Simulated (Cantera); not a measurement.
A closed system holds: 1 mol V2O5, 6 mol H2, 24 mol N2, held at 0.000350 bar.

Equilibrium computed with Cantera from the NASA thermochemical tables; the gas is ideal and each condensed phase is pure. Candidate condensed phases: H2O, V, VN, VO, V2O3, V2O4, V2O5; 28 gas species. Condensed phases not in the tables: the oxides between V2O3 and V2O5 other than VO2. Rates play no part.

x: gas mole fraction; n: condensed amount in mol.

```csv
T (K),x N2,x H2,x H2O,x VO2,x H,x OH,x VO,n V2O3(s)
775,0.800,0.133,0.0667,<1e-12,1.94e-11,<1e-12,<1e-12,1.00
875,0.800,0.133,0.0667,<1e-12,9.79e-10,<1e-12,<1e-12,1.00
975,0.800,0.133,0.0667,<1e-12,2.23e-8,2.03e-11,<1e-12,1.00
1075,0.800,0.133,0.0667,3.06e-12,2.86e-7,5.43e-10,<1e-12,1.00
1175,0.800,0.133,0.0667,3.08e-10,2.39e-6,8.34e-9,<1e-12,1.00
1275,0.800,0.133,0.0667,1.48e-8,1.44e-5,8.37e-8,?,1.00
1375,0.800,0.133,0.0667,3.99e-7,6.69e-5,6.02e-7,?,1.000
1475,0.800,0.133,0.0667,6.77e-6,0.000253,3.32e-6,?,1.000
1575,0.800,0.133,0.0666,7.92e-5,0.000810,1.47e-5,?,0.999
1675,0.799,0.132,0.0661,0.000680,0.00226,5.46e-5,?,0.990
1775,0.794,0.132,0.0638,0.00446,0.00562,0.000169,?,0.932
1875,0.777,0.134,0.0535,0.0218,0.0128,0.000399,?,0.661
```

Q: Complete the blanks.

A: 
- 1275, x VO: 3.19e-12
- 1375, x VO: 1.82e-10
- 1475, x VO: 5.87e-9
- 1575, x VO: 1.20e-7
- 1675, x VO: 1.69e-6
- 1775, x VO: 1.76e-5
- 1875, x VO: 0.000154
